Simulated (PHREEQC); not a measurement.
## Ultrapure water in contact with air or piping: speciation

Model water analysis in mmol/kgw, 16 °C, pH 6.07, pe 2.6:

| constituent | mmol/kgw |
|---|---|
| Na | 0.00238 |
| K | 3.08e-05 |
| Ca | 0.000889 |
| Mg | 7.95e-05 |
| Cl | 0.00312 |
| S(6) | 0.000337 |
| Alkalinity (meq/kgw) | 0.000597 |
| Li | 7.19e-05 |
| Br | 5.64e-06 |
| Sr | 3.9e-06 |

Valence states are taken as typed.

Model: ion-association model, phreeqc.dat, run in PHREEQC.

- ionic strength: 6.57e-6 mol/kgw
- charge-balance error: 0.3 %

| species | molality | activity | log γ |
|---|---|---|---|
| CO2 | 3.16e-6 | 3.16e-6 | 0.000 |
| Cl- | 3.12e-6 | 3.11e-6 | -0.001 |
| Na+ | 2.38e-6 | 2.37e-6 | -0.001 |
| HCO3- | 1.44e-6 | 1.44e-6 | -0.001 |
| Ca+2 | 8.89e-7 | 8.79e-7 | -0.005 |
| H+ | 8.54e-7 | 8.51e-7 | -0.001 |
| SO4-2 | 3.37e-7 | 3.33e-7 | -0.005 |
| Mg+2 | 7.95e-8 | 7.86e-8 | -0.005 |
| Li+ | 7.19e-8 | 7.17e-8 | -0.001 |
| K+ | 3.08e-8 | 3.07e-8 | -0.001 |
| OH- | 5.81e-9 | 5.80e-9 | -0.001 |

No solid was allowed to form. Complexes and solids missing from the database can't appear.
